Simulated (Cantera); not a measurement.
Feed: 1 mol SiF4, 1 mol NO, 2.5 mol N2, held at 27.0 Torr.

Equilibrium computed with Cantera from the NASA thermochemical tables; the gas is ideal and each condensed phase is pure. Candidate condensed phases: Si, SiO2, Si2N2O, Si3N4; 28 gas species. Kinetics and transport are ignored. All values below are at 1152 °C.

Base state: N2 0.666, SiF4 0.222, O2 0.111, NO 0.000556 (mole fractions); condensed: gas only.

What changes in the equilibrium state with this change: NO from 1 to 0.18 mol?


```
species    before     after
-------  --------  --------
N2          0.666     0.704
SiF4        0.222     0.272
O2          0.111    0.0243
NO       0.000556  0.000267
```
